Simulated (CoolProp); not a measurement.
Vapour-liquid equilibrium of carbon dioxide (1) + 1-butene (2) at -23.55 °C; x and y are mole fractions of (1).

Model: multi-fluid Helmholtz-energy mixture model, Span 1996 and Lemmon 2005; pair parameters Bell 2016, in CoolProp.

| x | bubble pressure, mixture model (MPa) | bubble pressure, Raoult's law (MPa) | y, mixture model | y, Raoult's law |
|---|---|---|---|---|
| 0.05 | 0.1573 | 0.1347 | 0.694 | 0.654 |
| 0.2 | 0.4970 | 0.3917 | 0.909 | 0.900 |
| 0.35 | 0.8025 | 0.6488 | 0.948 | 0.951 |
| 0.5 | 1.044 | 0.9058 | 0.964 | 0.973 |
| 0.65 | 1.240 | 1.163 | 0.974 | 0.985 |
| 0.8 | 1.432 | 1.420 | 0.983 | 0.993 |
| 0.95 | 1.667 | 1.677 | 0.995 | 0.999 |

The largest gap from Raoult's law is +26.9 % in bubble pressure, at x = 0.2. No azeotrope shows between x = 0.05 and 0.95.

Pair parameters are fitted to limited data, so mixtures are less certain than the pure fluids. The gap from Raoult's law changes sign with composition, which may be real or a fault of the pair parameters; it wasn't checked against measurements.
